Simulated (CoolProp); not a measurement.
Properties of 1-butene along the isotherm 514.7 K.

Model: reference Helmholtz-energy equation of state, Lemmon 2005, in CoolProp. It is a short technical equation, of lower accuracy than the large ones.

```json
[
 {"p (bar)": "0.0633", "phase": "gas", "density (kg/m³)": "0.08301", "cp (kJ/(kg K))": "2.353"},
 {"p (bar)": "0.093", "phase": "gas", "density (kg/m³)": "0.1220", "cp (kJ/(kg K))": "2.353"},
 {"p (bar)": "0.136", "phase": "gas", "density (kg/m³)": "0.1784", "cp (kJ/(kg K))": "2.353"},
 {"p (bar)": "0.2", "phase": "gas", "density (kg/m³)": "0.2624", "cp (kJ/(kg K))": "2.353"},
 {"p (bar)": "0.294", "phase": "gas", "density (kg/m³)": "0.3860", "cp (kJ/(kg K))": "2.354"},
 {"p (bar)": "0.432", "phase": "gas", "density (kg/m³)": "0.5675", "cp (kJ/(kg K))": "2.354"},
 {"p (bar)": "0.633", "phase": "gas", "density (kg/m³)": "0.8322", "cp (kJ/(kg K))": "2.355"},
 {"p (bar)": "0.93", "phase": "gas", "density (kg/m³)": "1.224", "cp (kJ/(kg K))": "2.356"},
 {"p (bar)": "1.36", "phase": "gas", "density (kg/m³)": "1.794", "cp (kJ/(kg K))": "2.358"},
 {"p (bar)": "2", "phase": "gas", "density (kg/m³)": "2.646", "cp (kJ/(kg K))": "?"},
 {"p (bar)": "2.94", "phase": "gas", "density (kg/m³)": "3.905", "cp (kJ/(kg K))": "2.365"},
 {"p (bar)": "4.32", "phase": "gas", "density (kg/m³)": "5.775", "cp (kJ/(kg K))": "?"},
 {"p (bar)": "6.33", "phase": "gas", "density (kg/m³)": "?", "cp (kJ/(kg K))": "2.382"},
 {"p (bar)": "9.3", "phase": "gas", "density (kg/m³)": "12.72", "cp (kJ/(kg K))": "2.397"},
 {"p (bar)": "13.6", "phase": "gas", "density (kg/m³)": "18.99", "cp (kJ/(kg K))": "2.421"},
 {"p (bar)": "20", "phase": "gas", "density (kg/m³)": "28.84", "cp (kJ/(kg K))": "2.461"}
]
```

Problem. Fill in the missing entries.

Solution. 
- 2, cp (kJ/(kg K)): 2.361
- 4.32, cp (kJ/(kg K)): 2.372
- 6.33, density (kg/m³): 8.540
